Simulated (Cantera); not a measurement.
# Diamond growth

A diamond (100) surface in a fixed gas of H2 with x(CH4) = 0.016, x(H) = 0.0018, at 1400 K, 0.0138 atm; coverages are run to steady state.

Model: the Harris–Goodwin 1993 mechanism for the reconstructed diamond (100) surface, integrated in Cantera.

| x(CH3) | growth (µm/h) | θ c6HH | θ c6H* | θ c6*H | θ c6** |
|---|---|---|---|---|---|
| 1e-06 | 0.000648 | 0.373 | 0.0575 | 0.526 | 0.0436 |
| 2.1e-06 | 0.00136 | 0.373 | 0.0575 | 0.526 | 0.0436 |
| 4.3e-06 | 0.00279 | 0.373 | 0.0575 | 0.526 | 0.0436 |
| 8.9e-06 | 0.00576 | 0.373 | 0.0575 | 0.526 | 0.0436 |
| 1.8e-05 | 0.0117 | 0.373 | 0.0575 | 0.526 | 0.0436 |
| 3.8e-05 | 0.0246 | 0.373 | 0.0575 | 0.526 | 0.0435 |
| 7.9e-05 | 0.0511 | 0.373 | 0.0575 | 0.526 | 0.0435 |
| 0.00016 | 0.103 | 0.373 | 0.0575 | 0.526 | 0.0434 |
| 0.00034 | 0.218 | 0.373 | 0.0575 | 0.526 | 0.0432 |
θ: site fractions in the mechanism's names (c6HH fully hydrogenated, c6H* and c6*H radical sites, c6** diradical, c6HM methylated).
